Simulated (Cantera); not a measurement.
Input (Python, Cantera):

```python
import numpy as np
import cantera as ct

gas = ct.Solution("gri30.yaml")
gas.TPX = 675, 101325, {'CO': 1, 'H2': 1.2, 'CH4': 0.062, 'O2': 2.35, 'N2': 8.85}
inlet = ct.Reservoir(gas, clone=True)
gas.equilibrate("HP")  # start burning
reactor = ct.IdealGasConstPressureReactor(gas, energy="on", clone=False)
exhaust = ct.Reservoir(gas, clone=True)
tau = [0.031, 0.015, 0.0073, 0.0035, 0.0017, 0.00082, 0.0004, 0.00019, 9.2e-05, 4.4e-05, 2.1e-05, 1e-05][0]
for a, b in ((inlet, reactor), (reactor, exhaust)):
    ct.MassFlowController(a, b, mdot=lambda t: reactor.mass / tau)
net = ct.ReactorNet([reactor])
show = ['CO', 'H2', 'CH4', 'C2H', 'HO2']

rows = []
print(f"{'tau/s':>10s}{'T/K':>9s}" + "".join(f"{s:>11s}" for s in show))
for tau in [0.031, 0.015, 0.0073, 0.0035, 0.0017, 0.00082, 0.0004, 0.00019, 9.2e-05, 4.4e-05, 2.1e-05, 1e-05]:
    net.initial_time = 0.0
    net.advance(30 * tau)
    before = gas.X
    net.advance(40 * tau)
    drift = np.max(np.abs(gas.X - before) / (gas.X + 1e-9))
    rows.append([gas.T, *gas[show].X, drift])
    print(f"{tau:10.3e}{gas.T:9.1f}" + "".join(f"{x:11.3e}" for x in gas[show].X))
```

It prints:

```
     tau/s      T/K         CO         H2        CH4        C2H        HO2
 3.100e-02   2001.7  1.678e-03  4.027e-04  7.331e-07  4.643e-15  2.387e-06
 1.500e-02   1987.6  2.569e-03  6.171e-04  1.163e-06  8.238e-15  3.138e-06
 7.300e-03   1966.6  3.914e-03  9.487e-04  1.822e-06  1.322e-14  4.433e-06
 3.500e-03   1935.3  5.902e-03  1.451e-03  2.905e-06  2.005e-14  6.576e-06
 1.700e-03   1892.1  8.579e-03  2.146e-03  4.701e-06  2.897e-14  9.780e-06
 8.200e-04   1833.1  1.213e-02  3.073e-03  7.961e-06  4.154e-14  1.439e-05
 4.000e-04   1757.3  1.672e-02  4.209e-03  1.427e-05  6.112e-14  2.047e-05
 1.900e-04   1656.1  2.350e-02  5.644e-03  2.930e-05  9.914e-14  2.880e-05
 9.200e-05   1528.2  3.440e-02  7.733e-03  7.242e-05  1.794e-13  4.072e-05
 4.400e-05   1349.0  5.281e-02  1.462e-02  2.875e-04  4.230e-13  6.405e-05
 2.100e-05    675.0  7.428e-02  8.914e-02  4.606e-03 -2.100e-42  3.269e-15
 1.000e-05    675.0  7.428e-02  8.914e-02  4.606e-03  4.470e-43  1.013e-15
```

Detailed kinetics in Cantera: GRI-Mech 3.0 (53 species, 325 reactions).
